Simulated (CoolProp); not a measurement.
Saturation properties of CHF3 (R23) (Tc = 26.1 °C, pc = 4832 kPa, ω = 0.263).

Computed with CoolProp (reference Helmholtz-energy equation of state, Penoncello 2003).

| T (°C) | p (kPa) | vapour viscosity (µPa s) | liquid conductivity (mW/(m K)) |
|---|---|---|---|
| -134.95 | 1.148 | 6.51 | 209 |
| -121.75 | 4.953 | 7.27 | 183 |
| -108.55 | 16.32 | 8.01 | 163 |
| -95.25 | 44.12 | 8.75 | 148 |
| -82.05 | 101.1 | 9.47 | 135 |
| -68.85 | 205.2 | 10.2 | 124 |
| -55.55 | 379.5 | 10.9 | 115 |
| -42.35 | 646.9 | 11.7 | 106 |

It boils at -82.0 °C under 1 atm.

Viscosity comes from a separate model (Shan 2000). Thermal conductivity comes from a separate model (Shan 2000).
